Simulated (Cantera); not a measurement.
Feed: 1 mol PH3, 3.3 mol O2, 0.52 mol H2, at 10000 Pa.

Equilibrium computed with Cantera from the NASA thermochemical tables; the gas is ideal and each condensed phase is pure. Candidate condensed phases: H2O, P, P4O10; 17 gas species. Gases not in the tables: HPO2, HPO3 and P4O6. The numbers say what is thermodynamically allowed, not how fast it happens. All values below are at 2023 K.

Base state: H2O 0.461, O2 0.296, PO2 0.231, OH 0.00952, O 0.00137, H2 0.000919, PO 0.000330, H 0.000182 (mole fractions); condensed: gas only.

### Question
What changes in the equilibrium state with this change: pressure from 10000 Pa to 2900000 Pa?

### Answer
```tsv
species	before	after
H2O	0.461	0.603
O2	0.296	0.313
P4O10	3.69e-6	0.0724
PO2	0.231	0.00929
PO	0.000330	7.58e-7
H	0.000182	2.92e-6
```
